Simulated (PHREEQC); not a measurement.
Dissolve 1.8 mol K2CO3, 0.39 mol NaHCO3 and 8.8e-05 mol H4SiO4 per kg of water at 25 °C. Closed to the air; pH follows from the charge balance.

Computed with PHREEQC (Pitzer model, pitzer.dat).

### Question
The ionic strength comes out as 5.79 mol/kgw. What activity coefficients do OH-, H2SiO4-2, CO3-2, H3SiO4-, Na+ get?

### Answer
OH- 1.7, H2SiO4-2 0.015, CO3-2 0.12, H3SiO4- 0.36, Na+ 0.29. Single-ion values are on the MacInnes scale.

This is a speciation only: nothing precipitates in the calculation. Complexes and solids missing from the database can't appear. In brines, pH and single-ion activities rest on the MacInnes convention.
